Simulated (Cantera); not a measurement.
An isothermal, constant-pressure homogeneous reactor starts with 2.63 % CH4, 97.2 % H2, 0.181 % H2O, at 1550 K and 0.00967 atm.

Cantera simulation using GRI-Mech 3.0 (53 species, 325 reactions); the numbers are that mechanism's predictions, not measurements. GRI-Mech 3.0 stops at C3 and has no aromatics, soot or wall deposition, so with more carbon than oxygen in the feed, carbon stays in small species such as C2H2 where larger ones or solid carbon would form. Radical loss at walls, strong at low pressure, is not modelled.

x: mole fraction; the columns are a selection and need not sum to one.

```csv
t (s),x CH4,x H2,x CH2,x H,x C2H,x C2H4,x C2H2
2.00e-5,0.0263,0.972,<1e-12,(withheld),<1e-12,<1e-12,<1e-12
6.02e-5,0.0263,0.972,<1e-12,(withheld),<1e-12,<1e-12,<1e-12
0.000181,0.0263,0.972,<1e-12,(withheld),<1e-12,<1e-12,<1e-12
0.000545,0.0263,0.972,<1e-12,(withheld),<1e-12,<1e-12,<1e-12
0.00164,0.0263,0.972,<1e-12,(withheld),<1e-12,3.90e-12,<1e-12
0.00494,0.0263,0.972,3.69e-12,(withheld),<1e-12,1.08e-10,<1e-12
0.0149,0.0263,0.972,3.40e-11,(withheld),<1e-12,2.95e-9,3.12e-11
0.0447,0.0263,0.972,3.07e-10,(withheld),<1e-12,7.99e-8,3.46e-9
0.135,0.0262,0.972,2.66e-9,(withheld),<1e-12,1.90e-6,4.64e-7
0.405,0.0260,0.972,1.65e-8,(withheld),1.84e-11,1.81e-5,3.77e-5
1.22,0.0251,0.972,2.96e-8,0.000257,3.24e-10,2.86e-5,0.000484
3.67,0.0222,0.974,2.76e-8,0.000263,1.28e-9,2.56e-5,0.00187
11.0,0.0164,0.977,2.22e-8,0.000275,3.38e-9,2.06e-5,0.00474
33.2,0.00876,0.981,1.37e-8,0.000293,6.42e-9,1.81e-5,0.00846
100,0.00349,0.983,6.11e-9,0.000309,8.77e-9,1.91e-5,0.0110
```

What belongs in the gaps?


- 2.00e-5, x H: 9.05e-9
- 6.02e-5, x H: 2.89e-8
- 0.000181, x H: 9.41e-8
- 0.000545, x H: 2.98e-7
- 0.00164, x H: 9.11e-7
- 0.00494, x H: 2.76e-6
- 0.0149, x H: 8.31e-6
- 0.0447, x H: 2.50e-5
- 0.135, x H: 7.39e-5
- 0.405, x H: 0.000187
